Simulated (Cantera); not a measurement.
A perfectly stirred reactor is fed with H2 : O2 : N2 : H2O = 1 : 0.794 : 2.98 : 0.34 (molar parts), at 158 Torr; it is adiabatic with a 400 K inlet, and is followed from long to short residence time, starting on the burning branch (τ in s: 0.067, 0.033, 0.016, 0.0079, 0.0039, 0.0019, 0.00094, 0.00046, 0.00023, 0.00011, 5.5e-05, 2.7e-05, 1.3e-05).

Computed with Cantera and GRI-Mech 3.0 (53 species, 325 reactions).

One state of this run: T (K) = 1182; x H2 = 0.0421; x O2 = 0.0851; x H2O = 0.214; x NO = 2.10e-6; x OH = 0.00418; x NO2 = 1.29e-10. x: mole fraction; the columns are a selection and need not sum to one.

Question: Which value of τ (s) does it belong to?
A) 0.0039
B) 0.00023
C) 1.3e-5
D) 0.00094

Answer: B, 0.00023
